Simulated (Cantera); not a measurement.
A Cantera script and what it prints.

```python
import numpy as np
import cantera as ct

gas_names = [...]  # 113 gases of nasa_gas.yaml made of C, Cu, H, O
cond_names = """
    C(gr) C6H6(L) C7H8(L) C8H18(L),n-octa Cu(cr) Cu(L) CuO(s) CuO2H2(s) Cu2O(s) Cu2O(L) H2O(s) H2O(L)
""".split()


# ... load() reads the species with a 1 bar reference pressure and builds the phases ...
atoms = {
    'Cu': {'Cu': 1},
    'CO2': {'C': 1, 'O': 2},
    'H2': {'H': 2},
}
top_T = {'C(gr)': 4500, 'CuO(s)': 1390}  # K; cautious upper limits of use, not melting points


# ... equilibrate(T, P, feed) seeds the gas with the atoms and calls Mixture.equilibrate('TP', solver="vcs", rtol=1e-11, max_steps=5000) ...
results = []
feed = {'Cu': 1, 'CO2': 0.2, 'H2': 1.3}  # mol
T = 1798.15  # K
for P in [10, 61, 370, 2200, 13000, 82000, 500000, 3000000]:
    mix = equilibrate(T, P, feed)
    results.append((T, P, feed, dict(zip(mix.species_names, mix.species_moles))))
    x = sorted(zip(gas.X, gas.species_names), reverse=True)
    print(f"T = {T:g} K  P = {P:g} Pa  gas = {mix.phase_moles(0):.4g} mol")
    print("   x: " + "  ".join(f"{s} {v:.3e}" for v, s in x if v > 1e-05))
    print("   condensed (mol): " + ("  ".join(f"{mix.phase(i).name} {mix.phase_moles(i):.4g}"
          for i in range(1, mix.n_phases) if mix.phase_moles(i) > 1e-12) or "none"))
```

Output:

```
T = 1798.15 K  P = 10 Pa  gas = 2.529 mol
   x: H2 4.270e-01  Cu 3.952e-01  CO 7.558e-02  H2O 7.530e-02  H 2.304e-02  CO2 3.495e-03  OH 2.671e-04  Cu2 5.606e-05  O 1.116e-05
   condensed (mol): none
T = 1798.15 K  P = 61 Pa  gas = 2.511 mol
   x: H2 4.369e-01  Cu 3.975e-01  CO 7.617e-02  H2O 7.606e-02  H 9.434e-03  CO2 3.478e-03  Cu2 3.459e-04  OH 1.080e-04
   condensed (mol): none
T = 1798.15 K  P = 370 Pa  gas = 1.756 mol
   x: H2 6.291e-01  Cu 1.432e-01  CO 1.089e-01  H2O 1.089e-01  CO2 4.946e-03  H 4.597e-03  Cu2 2.724e-04  OH 5.232e-05
   condensed (mol): Cu(L) 0.7475
T = 1798.15 K  P = 2200 Pa  gas = 1.539 mol
   x: H2 7.195e-01  CO 1.243e-01  H2O 1.243e-01  Cu 2.409e-02  CO2 5.635e-03  H 2.016e-03  Cu2 4.582e-05  OH 2.290e-05
   condensed (mol): Cu(L) 0.9628
T = 1798.15 K  P = 13000 Pa  gas = 1.507 mol
   x: H2 7.354e-01  CO 1.270e-01  H2O 1.270e-01  CO2 5.751e-03  Cu 4.077e-03  H 8.384e-04
   condensed (mol): Cu(L) 0.9938
T = 1798.15 K  P = 82000 Pa  gas = 1.501 mol
   x: H2 7.383e-01  CO 1.275e-01  H2O 1.275e-01  CO2 5.770e-03  Cu 6.463e-04  H 3.345e-04
   condensed (mol): Cu(L) 0.999
T = 1798.15 K  P = 500000 Pa  gas = 1.5 mol
   x: H2 7.389e-01  H2O 1.275e-01  CO 1.275e-01  CO2 5.774e-03  H 1.355e-04  Cu 1.060e-04
   condensed (mol): Cu(L) 0.9998
T = 1798.15 K  P = 3e+06 Pa  gas = 1.5 mol
   x: H2 7.389e-01  H2O 1.277e-01  CO 1.275e-01  CO2 5.777e-03  CH4 8.079e-05  H 5.533e-05  Cu 1.767e-05
   condensed (mol): Cu(L) 1
```

These are equilibrium values from Cantera (NASA tables, ideal gas, pure condensed phases), not measurements of a reactor.
